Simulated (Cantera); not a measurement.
A perfectly stirred reactor is fed with CH4 : H2O = 1 : 0.45 (molar parts), at 14.8 atm; it is held at 1475 K, and followed from long to short residence time.

Cantera simulation using GRI-Mech 3.0 (53 species, 325 reactions); the numbers are that mechanism's predictions, not measurements. GRI-Mech 3.0 stops at C3 and has no aromatics, soot or wall deposition, so with more carbon than oxygen in the feed, carbon stays in small species such as C2H2 where larger ones or solid carbon would form. The pressure lies above the range GRI-Mech 3.0 was tuned for (to about 10 atm).

What does this change do: pressure from 14.8 atm to 0.132 atm?


```json
[
 {"quantity": "x(CH4) at τ = 5.00 s", "before": "0.400", "after": "0.269"},
 {"quantity": "x(H2O) at τ = 5.00 s", "before": "0.191", "after": "0.220"},
 {"quantity": "x(CH2) at τ = 5.00 s", "before": "3.22e-10", "after": "6.85e-9"},
 {"quantity": "x(H2) at τ = 5.00 s", "before": "0.300", "after": "0.382"},
 {"quantity": "x(O2) at τ = 5.00 s", "before": "<1e-12", "after": "<1e-12"},
 {"quantity": "x(CH4) at τ = 50.0 ms", "before": "0.542", "after": "0.670"},
 {"quantity": "x(H2O) at τ = 50.0 ms", "before": "0.287", "after": "0.308"},
 {"quantity": "x(CH2) at τ = 50.0 ms", "before": "3.67e-10", "after": "1.09e-8"},
 {"quantity": "x(H2) at τ = 50.0 ms", "before": "0.122", "after": "0.0148"},
 {"quantity": "x(O2) at τ = 50.0 ms", "before": "<1e-12", "after": "<1e-12"}
]
```

What does this change do: temperature 1475 to 1550 K?


| quantity | before | after |
|---|---|---|
| x(CH4) at τ = 5.00 s | 0.400 | 0.309 |
| x(H2O) at τ = 5.00 s | 0.191 | 0.115 |
| x(CH2) at τ = 5.00 s | 3.22e-10 | 1.02e-9 |
| x(H2) at τ = 5.00 s | 0.300 | 0.428 |
| x(O2) at τ = 5.00 s | <1e-12 | <1e-12 |
| x(CH4) at τ = 50.0 ms | 0.542 | 0.394 |
| x(H2O) at τ = 50.0 ms | 0.287 | 0.257 |
| x(CH2) at τ = 50.0 ms | 3.67e-10 | 2.15e-9 |
| x(H2) at τ = 50.0 ms | 0.122 | 0.252 |
| x(O2) at τ = 50.0 ms | <1e-12 | <1e-12 |
